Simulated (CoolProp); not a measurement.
Vapour-liquid equilibrium of dimethyl ether (1) + 1-butene (2) at 0.424 MPa; x and y are mole fractions of (1).

Values from CoolProp's multi-fluid Helmholtz-energy mixture model, Wu 2011 and Lemmon 2005; pair parameters Bell 2016.

```tsv
x	bubble temperature, mixture model (°C)	bubble temperature, Raoult's law (°C)	y, mixture model	y, Raoult's law
0.05	34.9	35.6	0.102	0.093
0.2	29.1	31.0	0.343	0.330
0.35	24.7	27.0	0.518	0.516
0.5	21.3	23.5	0.652	0.666
0.65	18.6	20.3	0.764	0.788
0.8	16.4	17.4	0.865	0.889
0.95	14.5	14.8	0.965	0.975
```

The largest gap from Raoult's law is -2.3 K in bubble temperature, at x = 0.35. No azeotrope shows between x = 0.05 and 0.95.

Pair parameters are fitted to limited data, so mixtures are less certain than the pure fluids.
